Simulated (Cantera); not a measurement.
## trisilylamine + N2 + H2 (silicon nitride deposition)

Charge: 1 mol trisilylamine, 22 mol N2, 0.22 mol H2, at 100000 Pa.

Cantera equilibrium calculation (NASA polynomials, part measured and part estimated; ideal gas, pure solids and liquids). Candidate condensed phases: Si, Si3N4; 18 gas species. The feed counts by its element totals alone. The tables' values for SiN are old estimates; treat these amounts as uncertain. Gases not in the tables: Si2H6 and higher silanes. The numbers say what is thermodynamically allowed, not how fast it happens.

| T (°C) | log p N2 | log p H2 | log p H | log p Si | log p SiH | log p Si2N | log p SiH2 | log p SiN | n Si3N4(s) | n Si(l) |
|---|---|---|---|---|---|---|---|---|---|---|
| 825 | -0.09 | -0.73 | -7.97 | <-12 | <-12 | <-12 | <-12 | <-12 | 1.00 | 0 |
| 975 | -0.09 | -0.73 | -6.69 | <-12 | <-12 | <-12 | <-12 | <-12 | 1.00 | 0 |
| 1125 | -0.09 | -0.73 | -5.69 | <-12 | <-12 | <-12 | -10.61 | <-12 | 1.00 | 0 |
| 1275 | -0.09 | -0.73 | -4.88 | -10.06 | -10.00 | <-12 | -8.85 | -10.08 | 1.00 | 0 |
| 1425 | -0.09 | -0.73 | -4.20 | -8.00 | -8.18 | -9.83 | -7.40 | -8.26 | 1.000 | 0 |
| 1575 | -0.09 | -0.73 | -3.64 | -6.29 | -6.66 | -7.66 | -6.20 | -6.75 | 1.000 | 0 |
| 1725 | -0.09 | -0.73 | -3.16 | -4.84 | -5.37 | -5.82 | -5.18 | -5.47 | 1.000 | 0 |
| 1875 | -0.08 | -0.76 | -2.76 | -3.66 | -4.35 | -4.36 | -4.40 | -4.43 | 0 | 2.99 |
log p: log10 of the partial pressure in bar; n: condensed amount in mol.

From 825 °C to 1725 °C the condensed part is Si3N4(s). At 1875 °C the condensed part is Si(l).
